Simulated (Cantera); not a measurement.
A Cantera script and what it prints.

```python
import numpy as np
import cantera as ct

gas_names = """
    C CH CH2 CH3 CH2OH CH3O CH4 CH3OH CO CO2 COOH C2 C2H CHCO,ketyl C2H2,acetylene C2H2,vinylidene
    CH2CO,ketene C2H3,vinyl CH3CO,acetyl C2H4 C2H4O,ethylen CH3CHO,ethanal CH3COOH (HCOOH)2 C2H5 C2H6
    CH3OCH3 C2H5OH C2O C3 C3H3,propargyl C3H4,allene C3H4,propyne C3H4,cyclo- C3H5,allyl C3H6,propylene
    C3H6,cyclo- C3H6O C3H7,n-propyl C3H7,i-propyl C3H8 C3H8O,1propanol C3H8O,2propanol C3O2 C4 C4H2
    C4H4,1,3-cyclo- C4H6,butadiene C4H6,2-butyne C4H6,cyclo- C4H8,1-butene C4H8,cis2-buten
    C4H8,tr2-butene C4H8,isobutene C4H8,cyclo- (CH3COOH)2 C4H9,n-butyl C4H9,i-butyl C4H9,s-butyl
    C4H9,t-butyl C4H10,isobutane C4H10,n-butane C5 C5H6,1,3cyclo- C5H8,cyclo- C5H10,1-pentene
    C5H10,cyclo- C5H11,pentyl C5H11,t-pentyl C5H12,n-pentane C5H12,i-pentane CH3C(CH3)2CH3 C6H2
    C6H5,phenyl C6H5O,phenoxy C6H6 C6H5OH,phenol C6H10,cyclo- C6H12,1-hexene C6H12,cyclo- C6H13,n-hexyl
    C7H7,benzyl C7H8 C7H8O,cresol C7H14,1-heptene C7H15,n-heptyl C7H16,n-heptane C8H8,styrene
    C8H10,ethylbenz C8H16,1-octene C8H17,n-octyl C8H18,isooctane C8H18,n-octane C9H19,n-nonyl
    C10H8,naphthale C10H21,n-decyl C12H9,o-bipheny C12H10,bipheny H HCO HO2 H2 HCHO,formaldehy HCOOH H2O
    H2O2 O OH O2 O3 Ta TaO TaO2
""".split()
cond_names = """
    C(gr) C6H6(L) C7H8(L) C8H18(L),n-octa H2O(s) H2O(L) Ta(cr) Ta(L) TaC(s) TaC(L) Ta2O5(s) Ta2O5(L)
""".split()


def load(file, names, dense=False):
    # The tables refer to 1 bar. Condensed volumes are neglected.
    table = {s.name: s for s in ct.Species.list_from_file(file)}
    out = []
    for n in names:
        d = dict(table[n].input_data)
        d["thermo"] = dict(d["thermo"], **{"reference-pressure": 1e5})
        if dense:
            d["equation-of-state"] = {"model": "constant-volume", "density": "1e6 g/cm^3"}
        out.append(ct.Species.from_dict(d))
    return out


gas = ct.Solution(thermo="ideal-gas", species=load("nasa_gas.yaml", gas_names))
cond = {s.name: ct.Solution(thermo="fixed-stoichiometry", species=[s], name=s.name)
        for s in load("nasa_condensed.yaml", cond_names, dense=True)}
atoms = {
    'Ta(OEt)5': {'Ta': 1, 'C': 10, 'H': 25, 'O': 5},
    'O2': {'O': 2},
}
top_T = {'C(gr)': 4500}  # K; cautious upper limits of use, not melting points


def equilibrate(T, P, feed):
    n = {}
    for name, mol in feed.items():
        for a, k in atoms[name].items():
            n[a] = n.get(a, 0.0) + k * mol
    gas.TPX = T, P, n
    mass = sum(n.values()) * gas.mean_molecular_weight
    gas.equilibrate("TP")
    valid = [c for c in cond.values() if c.min_temp <= T <= top_T.get(c.name, c.max_temp)]
    mix = ct.Mixture([(gas, mass / gas.mean_molecular_weight)] + [(c, 0.0) for c in valid])
    mix.T, mix.P = T, P
    mix.equilibrate("TP", solver="vcs", rtol=1e-11, max_steps=5000)
    return mix


results = []
feed = {'Ta(OEt)5': 1, 'O2': 0.076}  # mol
T = 1523  # K
P = 101325  # Pa
mix = equilibrate(T, P, feed)
results.append((T, P, feed, dict(zip(mix.species_names, mix.species_moles))))
print(gas.report(threshold=1e-05))
for i in range(1, mix.n_phases):
    print(f"{mix.phase(i).name:16s} {mix.phase_moles(i):12.5e} mol")
```

It prints:

```
       temperature   1523 K
          pressure   1.0132e+05 Pa
           density   0.077034 kg/m^3
  mean mol. weight   9.6272 kg/kmol
   phase of matter   gas

                          1 kg             1 kmol
                     ---------------   ---------------
          enthalpy        5.6496e+05         5.439e+06  J
   internal energy       -7.5036e+05       -7.2239e+06  J
           entropy             21278        2.0485e+05  J/K
    Gibbs function       -3.1841e+07       -3.0655e+08  J
 heat capacity c_p            3461.8             33327  J/K
 heat capacity c_v            2598.1             25013  J/K

                      mass frac. Y      mole frac. X     chem. pot. / RT
                     ---------------   ---------------   ---------------
               CH4         0.0019411         0.0011648           -40.181
                CO           0.84929           0.29191           -36.758
               CO2        0.00021449        4.6921e-05           -71.298
                 H        2.0207e-06          1.93e-05           -9.4907
                H2           0.14796           0.70655           -18.981
               H2O        0.00057037        0.00030481           -53.521
     [ +107 minor]        2.7933e-05        1.0472e-05

C(gr)             3.83332e+00 mol
Ta(cr)            0.00000e+00 mol
TaC(s)            1.00000e+00 mol
Ta2O5(s)          0.00000e+00 mol
```

Equilibrium computed with Cantera from the NASA thermochemical tables; the gas is ideal and each condensed phase is pure. The feed counts by its element totals alone. TaC: taken at fixed stoichiometry. Condensed phases not in the tables: Ta2C.
